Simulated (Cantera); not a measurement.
Feed: 1 mol SiCl4, 0.052 mol HCl, 140 mol H2, equilibrated at 2475 K and 1000 Pa.

These are equilibrium values from Cantera (NASA tables, ideal gas, pure condensed phases), not measurements of a reactor. The tables' values for SiCl are old estimates; treat these amounts as uncertain. Gases not in the tables: Si2H6 and higher silanes. Kinetics and transport are ignored.

| species | before | after |
|---|---|---|
| H2 | 0.771 | 0.887 |
| H | 0.198 | 0.0792 |
| HCl | 0.0215 | 0.0252 |
| Si | 0.00604 | 0.00617 |
| SiCl2 | 1.38e-5 | 0.000108 |
| SiH2 | 1.11e-5 | 3.11e-5 |
| Cl | 0.00390 | 0.00162 |
| SiCl | 6.88e-5 | 0.000154 |
| SiH | 0.000146 | 0.000224 |
Gas species are given as mole fractions.

**Question.** What was changed between the two runs?
A) H2 from 140 to 7.5 mol
B) temperature from 2475 K to 1248 K
C) SiCl4 replaced by SiH4
D) temperature from 2475 K to 2273.15 K

**Answer.** D, temperature from 2475 K to 2273.15 K
